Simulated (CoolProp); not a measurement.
Properties of isobutene along the isobar 351 kPa (Tc = 144.9 °C, pc = 4016 kPa, ω = 0.193).

Values from CoolProp's reference Helmholtz-energy equation of state, Lemmon 2005. It is a short technical equation, of lower accuracy than the large ones.

```tsv
T (°C)	phase	density (kg/m³)	cp (kJ/(kg K))	isothermal compressibility (1/MPa)	expansivity (1/kK)	fugacity coefficient
-58.75	liquid	682.7	2.044	0.001164	1.525	0.02153
-29.85	liquid	652.1	2.134	0.001580	1.660	0.1062
-1.05	liquid	620.0	2.248	0.002229	1.866	0.3483
27.85	liquid	584.9	2.393	0.003355	2.197	0.8656
56.65	gas	7.729	1.819	3.082	3.884	0.9339
85.55	gas	6.968	1.895	3.014	3.328	0.9501
114.35	gas	6.368	1.984	2.972	2.948	0.9613
143.25	gas	5.873	2.078	2.944	2.664	0.9694
172.15	gas	5.456	2.173	2.923	2.440	0.9754
200.95	gas	5.099	2.266	2.909	2.258	0.9800
229.85	gas	4.788	2.357	2.897	2.104	0.9836
```
